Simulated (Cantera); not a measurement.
**Equilibrium for oxide etching and cleaning by halides: SiO2 + SiCl4 + O2**

A closed system holds: 1 mol SiO2, 0.33 mol SiCl4, 2.6 mol O2, at 69.0 Pa.

Equilibrium computed with Cantera from the NASA thermochemical tables; the gas is ideal and each condensed phase is pure. Candidate condensed phases: Si, SiO2; 15 gas species. The tables hold silica as quartz up to 1696 K and as liquid above; real silica turns to tridymite and cristobalite and melts near 1996 K. The numbers say what is thermodynamically allowed, not how fast it happens.

From 1202 °C to 1402 °C the condensed part is SiO2(β-quartz). From 1427 °C to 1477 °C the condensed part is SiO2(condensed).

```json
[
 {"T (°C)": "1202", "x O2": "0.651", "x Cl": "0.320", "x Cl2": "0.0291", "x O": "8.81e-5", "x ClO": "0.000172", "n SiO2(β-quartz)": "1.33", "n SiO2(condensed)": "0"},
 {"T (°C)": "1227", "x O2": "0.646", "x Cl": "0.331", "x Cl2": "0.0222", "x O": "0.000124", "x ClO": "0.000172", "n SiO2(β-quartz)": "1.33", "n SiO2(condensed)": "0"},
 {"T (°C)": "1252", "x O2": "0.643", "x Cl": "0.340", "x Cl2": "0.0168", "x O": "0.000173", "x ClO": "0.000171", "n SiO2(β-quartz)": "1.33", "n SiO2(condensed)": "0"},
 {"T (°C)": "1277", "x O2": "0.640", "x Cl": "0.347", "x Cl2": "0.0127", "x O": "0.000238", "x ClO": "0.000168", "n SiO2(β-quartz)": "1.33", "n SiO2(condensed)": "0"},
 {"T (°C)": "1302", "x O2": "0.638", "x Cl": "0.352", "x Cl2": "0.00956", "x O": "0.000326", "x ClO": "0.000166", "n SiO2(β-quartz)": "1.33", "n SiO2(condensed)": "0"},
 {"T (°C)": "1327", "x O2": "0.636", "x Cl": "0.356", "x Cl2": "0.00723", "x O": "0.000440", "x ClO": "0.000163", "n SiO2(β-quartz)": "1.33", "n SiO2(condensed)": "0"},
 {"T (°C)": "1352", "x O2": "0.635", "x Cl": "0.358", "x Cl2": "0.00548", "x O": "0.000591", "x ClO": "0.000159", "n SiO2(β-quartz)": "1.33", "n SiO2(condensed)": "0"},
 {"T (°C)": "1377", "x O2": "0.634", "x Cl": "0.361", "x Cl2": "0.00418", "x O": "0.000785", "x ClO": "0.000156", "n SiO2(β-quartz)": "1.33", "n SiO2(condensed)": "0"},
 {"T (°C)": "1402", "x O2": "0.633", "x Cl": "0.362", "x Cl2": "0.00320", "x O": "0.00104", "x ClO": "0.000152", "n SiO2(β-quartz)": "1.33", "n SiO2(condensed)": "0"},
 {"T (°C)": "1427", "x O2": "0.633", "x Cl": "0.363", "x Cl2": "0.00247", "x O": "0.00135", "x ClO": "0.000149", "n SiO2(β-quartz)": "0", "n SiO2(condensed)": "1.33"},
 {"T (°C)": "1452", "x O2": "0.632", "x Cl": "0.364", "x Cl2": "0.00191", "x O": "0.00176", "x ClO": "0.000145", "n SiO2(β-quartz)": "0", "n SiO2(condensed)": "1.33"},
 {"T (°C)": "1477", "x O2": "0.631", "x Cl": "0.365", "x Cl2": "0.00149", "x O": "0.00226", "x ClO": "0.000142", "n SiO2(β-quartz)": "0", "n SiO2(condensed)": "1.33"}
]
```
x: gas mole fraction; n: condensed amount in mol.
